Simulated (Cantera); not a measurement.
Si + Cl2 + H2 (chlorosilane synthesis and conversion)

Feed: 1 mol Si, 2.8 mol Cl2, a varied amount of H2, at 902 °C and 5100 Torr.

These are equilibrium values from Cantera (NASA tables, ideal gas, pure condensed phases), not measurements of a reactor. Candidate condensed phases: Si; 19 gas species. The tables' values for SiCl3 are old estimates; treat these amounts as uncertain. Rates play no part.

| n(H2) (mol) | x H2 | x HCl | x SiCl4 | x SiHCl3 |
|---|---|---|---|---|
| 0.8 | 1.88e-5 | 0.615 | 0.385 | 2.77e-7 |
| 1.1 | 0.102 | 0.553 | 0.343 | 0.00149 |
| 1.5 | 0.209 | 0.488 | 0.300 | 0.00302 |
| 2 | 0.311 | 0.426 | 0.258 | 0.00445 |
| 2.7 | 0.416 | 0.362 | 0.216 | 0.00585 |
| 3.6 | 0.511 | 0.304 | 0.178 | 0.00704 |
| 4.8 | 0.598 | 0.251 | 0.143 | 0.00802 |
| 6.5 | 0.677 | 0.202 | 0.111 | 0.00877 |
| 8.8 | 0.745 | 0.161 | 0.0845 | 0.00922 |
x: gas mole fraction; nothing condenses.

From 0.8 mol H2 to 8.8 mol H2 nothing is condensed. The main Si-bearing gas is SiCl4 throughout.
